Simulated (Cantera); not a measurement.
A closed system holds: 1 mol MgCO3, 0.093 mol H2S, 1.5 mol H2O, 4.4 mol SO2, held at 100000 Pa.

Equilibrium computed with Cantera from the NASA thermochemical tables; the gas is ideal and each condensed phase is pure. Candidate condensed phases: C, C6H6, C7H8, C8H18, H2O, H2SO4, Mg, MgCO3, MgO, Mg(OH)2, MgS, MgSO4, S; 130 gas species. Gases not in the tables: S3 to S7. Rates play no part.

**Question.** Which condensed phases are stable at each of these points (T (K)): 798, 848, 898, 948, 998, 1048, 1098, 1148, 1198, 1248?

**Answer.** 
```json
[
 {"T (K)": "798", "condensed phases": "MgSO4(s)", "Mg condensed (%)": "100.0"},
 {"T (K)": "848", "condensed phases": "MgO(s) + MgSO4(s)", "Mg condensed (%)": "100.0"},
 {"T (K)": "898", "condensed phases": "MgO(s)", "Mg condensed (%)": "100.0"},
 {"T (K)": "948", "condensed phases": "MgO(s)", "Mg condensed (%)": "100.0"},
 {"T (K)": "998", "condensed phases": "MgO(s)", "Mg condensed (%)": "100.0"},
 {"T (K)": "1048", "condensed phases": "MgO(s)", "Mg condensed (%)": "100.0"},
 {"T (K)": "1098", "condensed phases": "MgO(s)", "Mg condensed (%)": "100.0"},
 {"T (K)": "1148", "condensed phases": "MgO(s)", "Mg condensed (%)": "100.0"},
 {"T (K)": "1198", "condensed phases": "MgO(s)", "Mg condensed (%)": "100.0"},
 {"T (K)": "1248", "condensed phases": "MgO(s)", "Mg condensed (%)": "100.0"}
]
```

At 798 K the condensed part is MgSO4(s). At 848 K the condensed part is MgO(s) + MgSO4(s). From 898 K to 1248 K the condensed part is MgO(s).
